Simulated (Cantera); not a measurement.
## Reactions in the system H-N-O-V

Cantera with NASA thermochemical tables; ideal gases at 1 bar, condensed phases pure. Values are per mole of reaction as written; species without (g) are pure solids or liquids, kept so even where they would boil at 1 bar. VN: taken at fixed stoichiometry.

V2O5 + H2(g) = 2 OH(g) + V2O3

```csv
T (K),ΔH° (kJ),ΔS° (J/K),ΔG° (kJ),log10 K
948,339.6,126.8,219.4,-12.09
1098,336.5,123.7,200.6,-9.54
1248,334.1,121.7,182.2,-7.63
1398,332.6,120.5,164.1,-6.13
1548,331.8,120.0,146.1,-4.93
```

V2O4 + N2O(g) = 2 VN + 5 O(g)

| T (K) | ΔH° (kJ) | ΔS° (J/K) | ΔG° (kJ) | log10 K |
|---|---|---|---|---|
| 948 | 2152.6 | 541.1 | 1639.6 | -90.34 |
| 1098 | 2151.9 | 540.5 | 1558.5 | -74.14 |
| 1248 | 2151.1 | 539.8 | 1477.5 | -61.84 |
| 1398 | 2150.1 | 539.0 | 1396.5 | -52.18 |
| 1548 | 2148.9 | 538.2 | 1315.8 | -44.40 |

6 H2O(g) + 3 V2O3 + 2 N2(g) = 4 NH3(g) + 3 V2O5

| T (K) | ΔH° (kJ) | ΔS° (J/K) | ΔG° (kJ) | log10 K |
|---|---|---|---|---|
| 948 | 478.9 | -428.3 | 884.9 | -48.76 |
| 1098 | 489.2 | -418.2 | 948.4 | -45.12 |
| 1248 | 497.4 | -411.2 | 1010.5 | -42.30 |
| 1398 | 503.5 | -406.6 | 1071.9 | -40.05 |
| 1548 | 507.4 | -403.9 | 1132.6 | -38.22 |
